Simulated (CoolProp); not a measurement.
A Linde-Hampson liquefier for ethylene: isothermal reversible compression at 320 K from 1 atm to 25 MPa, throttling to 1 atm, return gas leaving the recuperator 2 K below the feed. Each further row changes one setting.

Computed with CoolProp (reference Helmholtz-energy equation of state, Smukala 2000).

```tsv
case	liquid yield per pass	compression work (kJ/kg of gas)
as stated	0.423	432
as stated	0.423	432
as stated	0.423	432
high pressure 50 MPa	0.418	491
warm-end temperature 350 K	0.346	498
warm-end gap 7 K	0.416	432
high pressure 50 MPa	0.418	491
warm-end temperature 350 K	0.346	498
warm-end gap 7 K	0.416	432
high pressure 50 MPa	0.418	491
warm-end temperature 350 K	0.346	498
warm-end gap 7 K	0.416	432
```
